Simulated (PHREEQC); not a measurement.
Make-up at 70 °C: 0.0039 mol ZnSO4, 0.00034 mol NiCl2 and 1 mol HCl per kg of water. Closed to the air; pH follows from the charge balance.

All values are PHREEQC results (ion-association model, wateq4f.dat), not measurements.

```json
[
 {"quantity": "pH", "before": "0.14", "after": "2.04"},
 {"quantity": "HSO4- (mol/kgw)", "before": "0.00382", "after": "2.57e-5"},
 {"quantity": "ZnCl+ (mol/kgw)", "before": "0.00125", "after": "3.48e-6"},
 {"quantity": "ZnCl3- (mol/kgw)", "before": "0.000705", "after": "4.80e-10"},
 {"quantity": "Zn+2 (mol/kgw)", "before": "0.000463", "after": "3.54e-5"},
 {"quantity": "ZnCl2 (mol/kgw)", "before": "0.000401", "after": "3.38e-8"},
 {"quantity": "SI of Morenosite (NiSO4:7H2O)", "before": "-7.32", "after": "-8.67"},
 {"quantity": "SI of Goslarite (ZnSO4:7H2O)", "before": "-7.51", "after": "-8.07"}
]
```

### Question
Which change was made?
(A) temperature from 70 to 45 °C
(B) temperature from 70 to 50 °C
(C) temperature from 70 to 75 °C
(D) 0.048 mol/kgw H3BO3 added
(E) diluted 100-fold with water

### Answer
E, diluted 100-fold with water

No solid was allowed to form. The ionic strength passes 0.7 mol/kgw, the rough limit of the ion-association models, in before. At this temperature some constants are extrapolated from 25 °C, and those without enthalpy data are left unchanged.
